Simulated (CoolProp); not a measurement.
A simple Rankine cycle with cyclopentane: condensing at 325.15 K, boiler at 1.43 MPa, turbine inlet 449.2 K, turbine efficiency 0.7, pump efficiency 0.7, no recuperator. Each further row changes one setting.

Computed with CoolProp (reference Helmholtz-energy equation of state, Gedanitz 2015).

| case | thermal efficiency (%) | net work (kJ/kg) | heat in (kJ/kg) | turbine exit temperature (K) | volume ratio over the turbine |
|---|---|---|---|---|---|
| as stated | 13.7 | 76.1 | 557 | 387.2 | 13.6 |
| turbine inlet 469.2 K | 13.6 | 81.6 | 600 | 409.7 | 13.3 |
| condensing temperature 317.15 K | 14.7 | 83.9 | 572 | 382.0 | 17.6 |
| boiler pressure 1 MPa | 12.1 | 69.1 | 569 | 399.1 | 9.04 |
| turbine efficiency 0.6 | 11.7 | 64.9 | 557 | 394.0 | 13.8 |
